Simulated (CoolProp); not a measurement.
50 sccm (0 °C, 1 atm) of nitrogen bubbles through liquid ethanol at 307.6 K and leaves saturated at a total pressure of 0.0886 MPa (ideal gas phase). Each further row changes one setting.

Model: reference Helmholtz-energy equation of state, Schroeder 2014, in CoolProp.

```tsv
case	vapour pressure (kPa)	mole fraction of vapour	delivery (mg/min)	delivery (sccm)	change of delivery for a bath 1 K warmer (%)
as stated	13.3	0.151	…	…	6.5
bath temperature 312.6 K	17.4	…	…	12.2	6.7
total pressure 0.177 MPa	13.3	0.0754	8.38	…	6.0
```

Question: What belongs in the gaps?

Answer: 
- as stated, delivery (mg/min): 18.2
- as stated, delivery (sccm): 8.87
- bath temperature 312.6 K, mole fraction of vapour: 0.196
- bath temperature 312.6 K, delivery (mg/min): 25.1
- total pressure 0.177 MPa, delivery (sccm): 4.08
